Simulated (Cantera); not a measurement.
Charge: 1 mol Si3H8, 130 mol N2, equilibrated at 1525 K and 63.0 Torr.

Equilibrium computed with Cantera from the NASA thermochemical tables; the gas is ideal and each condensed phase is pure. Candidate condensed phases: Si, Si3N4; 18 gas species. The feed counts by its element totals alone. The numbers say what is thermodynamically allowed, not how fast it happens.

Base state: N2 0.970, H2 0.0303, H 1.42e-5 (mole fractions); condensed: Si3N4(s).

Question: What changes in the equilibrium state with this change: Si3H8 replaced by Si2H6?

Answer: 
| species | before | after |
|---|---|---|
| N2 | 0.970 | 0.977 |
| H2 | 0.0303 | 0.0228 |
| H | 1.42e-5 | 1.23e-5 |
| Si3N4(s), mol | 1.00 | 0.667 |
